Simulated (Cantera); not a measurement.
Input: 1 mol trisilylamine, a varied amount of N₂, 29 mol H₂, equilibrated at 0.825 Torr.

Equilibrium computed with Cantera from the NASA thermochemical tables; the gas is ideal and each condensed phase is pure. Candidate condensed phases: Si, Si₃N₄; 18 gas species. The feed counts by its element totals alone. Mutual solubility and eutectic melting of coexisting phases are not modelled. The numbers say what is thermodynamically allowed, not how fast it happens.

**Question.** What condenses at these points (T in K, n(N₂) in mol): (1350, 2.6); (1275, 0.66); (1800, 1.1); (1650, 0.79); (2100, 2.6); (1575, 1.6); (2025, 3.7)?

**Answer.** 
```tsv
T (K)	n(N₂) in mol	condensed phases	Si condensed (%)
1350	2.6	Si₃N₄	100.0
1275	0.66	Si + Si₃N₄	100.0
1800	1.1	Si	96.3
1650	0.79	Si	99.7
2100	2.6	gas only	0.0
1575	1.6	Si	99.9
2025	3.7	Si	23.4
```
